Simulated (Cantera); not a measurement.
Feed: 1 mol SiH₄, 4.9 mol HCl, 440 mol H₂, equilibrated at 1273 K and 0.00790 bar.

Method: chemical equilibrium by Gibbs-energy minimisation in Cantera with the NASA 1993 tables (ideal gas, pure condensed phases). Candidate condensed phases: Si; 19 gas species. Equilibrium is a limit: real reactors are often held back by kinetics, nucleation or transport.

Problem. What is the equilibrium state?

Solution. 
```
Item           Result
----------  ---------
x(H₂)           0.989
x(HCl)         0.0104
x(SiCl₂)     0.000282
x(H)          7.98e-6
x(SiCl₃)      3.69e-6
x(SiHCl₃)     1.20e-6
n(Si(s))    0.871 mol
gas amount  446.9 mol
```
